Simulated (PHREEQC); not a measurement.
## Acid mine or pickling water (model solution)

Model water analysis in mg/L, 20 °C, pH 2.4, pe 12.6: Na 634; K 112; Ca 637; Mg 89.8; Cl 283; S(6) as SO4 3450; N(5) as NO3 8.7; Mn(2) 46; Al 6.16.

Valence states are taken as typed.

The numbers come from PHREEQC with the ion-association model, phreeqc.dat.

Precipitation was switched off in this run.

Q: Estimate the ionic strength, charge-balance error.

A: ionic strength 0.0950 mol/kgw; charge-balance error 0.7 %.

Q: In which forms is K present?

A: K+ 95 %, KSO4- 5.2 % of the K.

The solution is supersaturated, for example in Gypsum, so a real one may precipitate; this is no full list.
